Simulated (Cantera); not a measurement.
Feed: 1 mol CO, 0.18 mol NH3, 0.52 mol N2, 4.5 mol CO2, equilibrated at 1498.15 K and 97.5 Torr.

Cantera equilibrium calculation (NASA polynomials, part measured and part estimated; ideal gas, pure solids and liquids). Rates play no part.

```json
[
 {"species": "CO2", "before": "0.667", "after": "0.596"},
 {"species": "CO", "before": "0.195", "after": "0.241"},
 {"species": "N2", "before": "0.0956", "after": "0.0917"},
 {"species": "O2", "before": "2.05e-9", "after": "0.0212"},
 {"species": "H2O", "before": "0.0380", "after": "0.0347"},
 {"species": "O", "before": "<1e-9", "after": "0.00351"},
 {"species": "NO", "before": "4.17e-8", "after": "0.00208"},
 {"species": "OH", "before": "7.85e-7", "after": "0.00578"},
 {"species": "H", "before": "3.13e-6", "after": "0.00215"},
 {"species": "H2", "before": "0.00430", "after": "0.00237"}
]
```
Gas species are given as mole fractions.

### Question
Which change was made?
A. NH3 from 0.18 to 0.51 mol
B. temperature from 1498.15 K to 2175 K
C. temperature from 1498.15 K to 2400 K
D. CO replaced by C2H6

### Answer
C, temperature from 1498.15 K to 2400 K
